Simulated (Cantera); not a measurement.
Charge: 1 mol Si3N4, 7.1 mol F2, 43 mol N2, held at 827 °C and 2.80 Pa.

These are equilibrium values from Cantera (NASA tables, ideal gas, pure condensed phases), not measurements of a reactor. Candidate condensed phases: Si, Si3N4; 16 gas species. Equilibrium is a limit: real reactors are often held back by kinetics, nucleation or transport.

Base state: N2 0.896, SiF4 0.0598, F 0.0438 (mole fractions); condensed: gas only.

What changes in the equilibrium state with this change: F2 from 7.1 to 5.8 mol?


```json
[
 {"species": "N2", "before": "0.896", "after": "0.939"},
 {"species": "SiF4", "before": "0.0598", "after": "0.0600"},
 {"species": "SiF3", "before": "<1e-9", "after": "0.000740"},
 {"species": "F", "before": "0.0438", "after": "<1e-9"},
 {"species": "SiF2", "before": "<1e-9", "after": "1.35e-5"},
 {"species": "Si3N4(s), mol", "before": "0", "after": "0.0303"}
]
```
The tables' values for SiF3, SiF2 are old estimates; treat these amounts as uncertain.
